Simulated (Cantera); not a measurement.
A perfectly stirred reactor is fed with CH4 : C2H6 : O2 : N2 = 1 : 0.35 : 3.22 : 32.2 (molar parts), equivalence ratio 1.0, at 4130 Torr; it is adiabatic with a 425 K inlet, and is followed from long to short residence time, starting on the burning branch (τ in s: 0.044, 0.02, 0.0089, 0.004, 0.0018, 0.00081, 0.00036, 0.00016, 7.3e-05).

Detailed kinetics in Cantera: GRI-Mech 3.0 (53 species, 325 reactions).

```csv
quantity,before,after
"blow-out, bracketed by the residence times tried","burning at 20.0 ms, out at 8.90 ms",not reached
x(CH4) at τ = 44.0 ms,0.000209,0.0277
x(C2H6) at τ = 44.0 ms,1.16e-5,0.00971
x(O2) at τ = 44.0 ms,0.00301,0.0693
x(CO) at τ = 44.0 ms,0.00352,<1e-12
x(CH2CO) at τ = 44.0 ms,8.53e-6,<1e-12
x(CH4) at τ = 1.80 ms,0.0272,0.0277
x(C2H6) at τ = 1.80 ms,0.00952,0.00971
x(O2) at τ = 1.80 ms,0.0876,0.0693
x(CO) at τ = 1.80 ms,<1e-12,<1e-12
x(CH2CO) at τ = 1.80 ms,<1e-12,<1e-12
state,not reached,not burning at any residence time tried
```

Task: Which change was made?
A) O2 3.22 to 2.5 parts
B) pressure from 4130 Torr to 7500 Torr
C) pressure from 4130 Torr to 510 Torr
D) inlet temperature 425 to 375 K

Result: A, O2 3.22 to 2.5 parts
